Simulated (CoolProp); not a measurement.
Computed with CoolProp (reference Helmholtz-energy equation of state, Akasaka 2023).

Task: Give the vapour pressure (MPa), liquid density (kg/m³), vapour density (kg/m³), enthalpy of vaporisation (kJ/kg) of saturated R1224YDZ at -8.55, 14.25 °C.

Result: 
```
T (°C)  p (MPa)  liquid density (kg/m³)  vapour density (kg/m³)  enthalpy of vaporisation (kJ/kg)
------  -------  ----------------------  ----------------------  --------------------------------
-8.55    0.0373                    1450                    2.58                               180
14.25    0.0990                    1390                    6.46                               170
```
